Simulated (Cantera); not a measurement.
Cantera run:

```python
import numpy as np
import cantera as ct

gas_names = """
    B BCL BCL2 BCL3 BH BH2 BH3 BN B2 CL CL2 H HCL H2 N NH NH2 NH3 N2 N2H2 N2H4
""".split()
cond_names = """
    B(b) B(L) BN(s) NH4CL(a) NH4CL(b)
""".split()


def load(file, names, dense=False):
    # The tables refer to 1 bar. Condensed volumes are neglected.
    table = {s.name: s for s in ct.Species.list_from_file(file)}
    out = []
    for n in names:
        d = dict(table[n].input_data)
        d["thermo"] = dict(d["thermo"], **{"reference-pressure": 1e5})
        if dense:
            d["equation-of-state"] = {"model": "constant-volume", "density": "1e6 g/cm^3"}
        out.append(ct.Species.from_dict(d))
    return out


gas = ct.Solution(thermo="ideal-gas", species=load("nasa_gas.yaml", gas_names))
cond = {s.name: ct.Solution(thermo="fixed-stoichiometry", species=[s], name=s.name)
        for s in load("nasa_condensed.yaml", cond_names, dense=True)}
atoms = {
    'BCl3': {'B': 1, 'CL': 3},
    'N2': {'N': 2},
    'H2': {'H': 2},
}
top_T = {'BN(s)': 3200}  # K; cautious upper limits of use, not melting points


def equilibrate(T, P, feed):
    n = {}
    for name, mol in feed.items():
        for a, k in atoms[name].items():
            n[a] = n.get(a, 0.0) + k * mol
    gas.TPX = T, P, n
    mass = sum(n.values()) * gas.mean_molecular_weight
    gas.equilibrate("TP")
    valid = [c for c in cond.values() if c.min_temp <= T <= top_T.get(c.name, c.max_temp)]
    mix = ct.Mixture([(gas, mass / gas.mean_molecular_weight)] + [(c, 0.0) for c in valid])
    mix.T, mix.P = T, P
    mix.equilibrate("TP", solver="vcs", rtol=1e-11, max_steps=5000)
    return mix


results = []
feed = {'BCl3': 1, 'N2': 0.73, 'H2': 1.9}  # mol
T = 1173  # K
P = 10000  # Pa
mix = equilibrate(T, P, feed)
results.append((T, P, feed, dict(zip(mix.species_names, mix.species_moles))))
print(gas.report(threshold=0.0001))
for i in range(1, mix.n_phases):
    print(f"{mix.phase(i).name:16s} {mix.phase_moles(i):12.5e} mol")
```

Output:

```
       temperature   1173 K
          pressure   10000 Pa
           density   0.032962 kg/m^3
  mean mol. weight   32.148 kg/kmol
   phase of matter   gas

                          1 kg             1 kmol
                     ---------------   ---------------
          enthalpy       -1.5488e+06       -4.9789e+07  J
   internal energy       -1.8521e+06       -5.9542e+07  J
           entropy            7657.6        2.4617e+05  J/K
    Gibbs function       -1.0531e+07       -3.3855e+08  J
 heat capacity c_p            1010.7             32492  J/K
 heat capacity c_v            752.06             24177  J/K

                      mass frac. Y      mole frac. X     chem. pot. / RT
                     ---------------   ---------------   ---------------
              BCL3          0.002961        0.00081247           -90.986
               HCL           0.93448           0.82401           -36.658
                H2         0.0069866           0.11141           -22.414
                N2          0.055567          0.063767           -30.345
     [  +17 minor]        1.0381e-06        1.1493e-06

B(b)              0.00000e+00 mol
BN(s)             9.97051e-01 mol
```

Method: chemical equilibrium by Gibbs-energy minimisation in Cantera with the NASA 1993 tables (ideal gas, pure condensed phases). N2 is the only nitrogen source here; it is nearly inert below about 1500 K, so the nitride shown seldom forms there in practice. Gases not in the tables: BHCl2.
